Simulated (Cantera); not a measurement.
# Si3N4 + H2O + N2 (nitride etching)

A closed system holds: 1 mol Si3N4, 3.2 mol H2O, 0.49 mol N2, at 0.480 bar.

These are equilibrium values from Cantera (NASA tables, ideal gas, pure condensed phases), not measurements of a reactor. Candidate condensed phases: H2O, Si, SiO2, Si2N2O, Si3N4; 35 gas species. Mutual solubility and eutectic melting of coexisting phases are not modelled. The tables hold silica as quartz up to 1696 K and as liquid above; real silica turns to tridymite and cristobalite and melts near 1996 K. Rates play no part.

```
T (°C)   x H2   x N2     x NH3     x H2O       x H     x SiO  n SiO2(α-quartz)  n Si2N2O(s)  n SiO2(β-quartz)
------  -----  -----  --------  --------  --------  --------  ----------------  -----------  ----------------
500     0.672  0.327  0.000599   1.18e-5  1.07e-12    <1e-12              1.13        0.933                 0
600     0.673  0.327  0.000230   2.58e-5  5.54e-11    <1e-12                 0        0.933              1.13
700     0.673  0.327  0.000106   4.72e-5   1.28e-9    <1e-12                 0        0.933              1.13
800     0.673  0.327   5.61e-5   7.64e-5   1.66e-8    <1e-12                 0        0.933              1.13
900     0.673  0.327   3.29e-5  0.000113   1.40e-7  1.09e-10                 0        0.934              1.13
1000    0.673  0.327   2.10e-5  0.000158   8.44e-7   6.41e-9                 0        0.934              1.13
1100    0.673  0.327   1.42e-5  0.000208   3.94e-6   2.07e-7                 0        0.934              1.13
```
x: gas mole fraction; n: condensed amount in mol.

At 500 °C the condensed part is SiO2(α-quartz) + Si2N2O(s). From 600 °C to 1100 °C the condensed part is SiO2(β-quartz) + Si2N2O(s).
